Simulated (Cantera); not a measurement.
Cantera run, input and output.

```python
import numpy as np
import cantera as ct

gas = ct.Solution("gri30.yaml")


def delay(T, t_max=10):
    gas.TPX = T, 87000, {'CH4': 1, 'C2H6': 0.24, 'C3H8': 0.34, 'O2': 6.68, 'N2': 25.1, 'H2O': 0.97}
    reactor = ct.IdealGasConstPressureReactor(gas, clone=False)
    net = ct.ReactorNet([reactor])
    net.rtol, net.atol = 1e-8, 1e-16
    while net.time < t_max:
        t_old, T_old = net.time, reactor.T
        net.step()
        if reactor.T > T + 400:  # ignition: a rise of 400 K
            return t_old + (T + 400 - T_old) / (reactor.T - T_old) * (net.time - t_old)
    return np.nan


taus = []
for T in [1175, 1250, 1325, 1400, 1475, 1550, 1625, 1700, 1775]:
    taus.append(delay(T))
    print(f"T0 = {T:6g} K   tau = {taus[-1]:.4e} s")
```

Output:

```
T0 =   1175 K   tau = 4.4349e-03 s
T0 =   1250 K   tau = 1.4932e-03 s
T0 =   1325 K   tau = 5.7291e-04 s
T0 =   1400 K   tau = 2.5158e-04 s
T0 =   1475 K   tau = 1.2562e-04 s
T0 =   1550 K   tau = 7.0319e-05 s
T0 =   1625 K   tau = 4.3359e-05 s
T0 =   1700 K   tau = 2.8941e-05 s
T0 =   1775 K   tau = 2.0594e-05 s
```

Model: GRI-Mech 3.0 (53 species, 325 reactions), integrated in Cantera. GRI-Mech 3.0 was tuned for natural gas; its chemistry of propane as a main component is partial and can be far from experiment.
